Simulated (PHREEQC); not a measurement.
A made-up water analysis in mg/L, 25 °C, pH 6.19, pe 10.5: Na 0.0213; K 0.204; Ca 0.128; Mg 0.0444; Cl 0.0686; S(6) as SO4 0.0417; Alkalinity as HCO3 0.797; Li 5.59e-05.

Na is adjusted to close the charge balance.
Valence states are taken as typed.

Computed with PHREEQC (ion-association model, wateq4f.dat).

```yaml
ionic_strength: 2.20e-5 mol/kgw
```

```csv
species,molality,activity,log γ
CO2,1.98e-5,1.98e-5,0.000
HCO3-,1.37e-5,1.36e-5,-0.002
K+,5.22e-6,5.19e-6,-0.002
Ca+2,3.19e-6,3.12e-6,-0.009
Cl-,1.94e-6,1.92e-6,-0.002
Mg+2,1.83e-6,1.79e-6,-0.009
H+,6.49e-7,6.46e-7,-0.002
Na+,6.00e-7,5.96e-7,-0.002
```

This is a speciation only: nothing precipitates in the calculation.
